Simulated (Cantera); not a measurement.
Adiabatic ignition

An adiabatic, constant-volume homogeneous reactor starts with CH₄ : CO : O₂ : N₂ = 1 : 1.4 : 5.09 : 17.8 (molar parts), at 1300 K and 580000 Pa.

Detailed kinetics in Cantera: GRI-Mech 3.0 (53 species, 325 reactions).

```tsv
t (s)	T (K)	P (bar)	x CH₄	x CO	x O₂	x OH	x C₂H
2.00e-6	1300	5.80	0.0395	0.0554	0.201	2.54e-9	<1e-12
5.40e-6	1300	5.80	0.0395	0.0554	0.201	3.21e-9	<1e-12
1.46e-5	1300	5.80	0.0395	0.0554	0.201	4.96e-9	<1e-12
3.94e-5	1300	5.80	0.0395	0.0554	0.201	9.91e-9	<1e-12
0.000106	1300	5.80	0.0395	0.0554	0.201	2.67e-8	<1e-12
0.000287	1301	5.80	0.0394	0.0553	0.201	7.01e-8	<1e-12
0.000775	1305	5.82	0.0390	0.0553	0.201	1.62e-7	<1e-12
0.00209	2679	11.7	<1e-12	0.00764	0.0937	0.00933	<1e-12
0.00565	2657	11.6	<1e-12	0.00717	0.0880	0.00868	<1e-12
0.0152	2656	11.6	<1e-12	0.00717	0.0879	0.00868	<1e-12
0.0412	2656	11.6	<1e-12	0.00717	0.0879	0.00868	<1e-12
0.111	2656	11.6	<1e-12	0.00717	0.0879	0.00868	<1e-12
0.300	2656	11.6	<1e-12	0.00717	0.0879	0.00868	<1e-12
```
x: mole fraction; the columns are a selection and need not sum to one.

The time of steepest temperature rise comes out as 1.73 ms and the temperature at 0.300 s is 2656 K. The equilibrium temperature is 2656 K, the x(CH₄) at 0.300 s is <1e-12 (gas-phase equilibrium <1e-12) and the x(CO) at 0.300 s is 0.00717 (gas-phase equilibrium 0.00717). The x(O₂) at 0.300 s is 0.0879 (gas-phase equilibrium 0.0879).
